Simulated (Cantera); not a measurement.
A closed system holds: 1 mol MgO, 0.15 mol H2S, 0.1 mol O2, held at 1125 K and 0.390 bar.

These are equilibrium values from Cantera (NASA tables, ideal gas, pure condensed phases), not measurements of a reactor. Candidate condensed phases: H2O, H2SO4, Mg, MgO, Mg(OH)2, MgS, MgSO4, S; 26 gas species. Gases not in the tables: S3 to S7. The numbers say what is thermodynamically allowed, not how fast it happens.

Base state: H2O 0.543, S2 0.192, SO2 0.157, H2S 0.0947, H2 0.00849, S2O 0.00503, SO 0.000111, SH 8.96e-5 (mole fractions); condensed: MgO(s).

**Question.** What changes in the equilibrium state with this change: H2S from 0.15 to 2.9 mol?

**Answer.** 
```
species        before     after
-----------  --------  --------
H2S            0.0947     0.751
H2            0.00849     0.103
S2              0.192    0.0828
H2O             0.543    0.0632
SO2             0.157   9.56e-6
S2O           0.00503   2.09e-5
SO           0.000111   7.03e-7
SH            8.96e-5  0.000205
MgO(s), mol      1.00      1.00
```

**Question.** What changes in the equilibrium state with this change: H2S from 0.15 to 0.82 mol?

**Answer.** 
```
species        before     after
-----------  --------  --------
H2S            0.0947     0.591
H2O             0.543     0.210
S2              0.192     0.136
SO2             0.157  0.000358
H2            0.00849    0.0629
S2O           0.00503  0.000185
SO           0.000111   4.87e-6
SH            8.96e-5  0.000205
MgO(s), mol      1.00      1.00
```
